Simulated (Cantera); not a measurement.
**Equilibrium for fluorocarbon and chlorocarbon gases: c-C₄F₈ + CH₄ + H₂**

Input: 1 mol c-C₄F₈, 1.1 mol CH₄, 0.35 mol H₂, equilibrated at 50.0 mbar.

These are equilibrium values from Cantera (NASA tables, ideal gas, pure condensed phases), not measurements of a reactor. Candidate condensed phases: C, C₆H₆, C₇H₈, C₈H₁₈; 95 gas species. The feed counts by its element totals alone. Gases not in the tables: C₂F₆ and larger saturated fluorocarbons. Rates play no part.

From 1948 K to 2848 K the condensed part is C(graphite). The main C-bearing gas is CF₄ at 1948 K and CF₂ at 2848 K. The share of C in condensed phases is highest at 2848 K (89.1 %) and lowest at 2398 K (81.1 %).

```json
[
 {"T (K)": "1948", "x HF": "0.868", "x F": "0.00375", "x CF₂": "0.0109", "x CF₄": "0.116", "x CF": "1.34e-5", "n C(graphite)": "4.35"},
 {"T (K)": "2023", "x HF": "0.861", "x F": "0.00763", "x CF₂": "0.0199", "x CF₄": "0.110", "x CF": "3.96e-5", "n C(graphite)": "4.33"},
 {"T (K)": "2098", "x HF": "0.851", "x F": "0.0146", "x CF₂": "0.0339", "x CF₄": "0.0988", "x CF": "0.000107", "n C(graphite)": "4.29"},
 {"T (K)": "2173", "x HF": "0.834", "x F": "0.0262", "x CF₂": "0.0535", "x CF₄": "0.0831", "x CF": "0.000266", "n C(graphite)": "4.25"},
 {"T (K)": "2248", "x HF": "0.812", "x F": "0.0439", "x CF₂": "0.0773", "x CF₄": "0.0631", "x CF": "0.000601", "n C(graphite)": "4.19"},
 {"T (K)": "2323", "x HF": "0.785", "x F": "0.0683", "x CF₂": "0.100", "x CF₄": "0.0413", "x CF": "0.00124", "n C(graphite)": "4.15"},
 {"T (K)": "2398", "x HF": "0.758", "x F": "0.0982", "x CF₂": "0.115", "x CF₄": "0.0226", "x CF": "0.00231", "n C(graphite)": "4.14"},
 {"T (K)": "2473", "x HF": "0.735", "x F": "0.131", "x CF₂": "0.117", "x CF₄": "0.0103", "x CF": "0.00392", "n C(graphite)": "4.17"},
 {"T (K)": "2548", "x HF": "0.716", "x F": "0.163", "x CF₂": "0.109", "x CF₄": "0.00404", "x CF": "0.00615", "n C(graphite)": "4.24"},
 {"T (K)": "2623", "x HF": "0.701", "x F": "0.194", "x CF₂": "0.0936", "x CF₄": "0.00145", "x CF": "0.00905", "n C(graphite)": "4.33"},
 {"T (K)": "2698", "x HF": "0.687", "x F": "0.221", "x CF₂": "0.0769", "x CF₄": "0.000491", "x CF": "0.0127", "n C(graphite)": "4.42"},
 {"T (K)": "2773", "x HF": "0.675", "x F": "0.245", "x CF₂": "0.0607", "x CF₄": "0.000160", "x CF": "0.0170", "n C(graphite)": "4.50"},
 {"T (K)": "2848", "x HF": "0.663", "x F": "0.265", "x CF₂": "0.0465", "x CF₄": "5.08e-5", "x CF": "0.0219", "n C(graphite)": "4.54"}
]
```
x: gas mole fraction; n: condensed amount in mol.
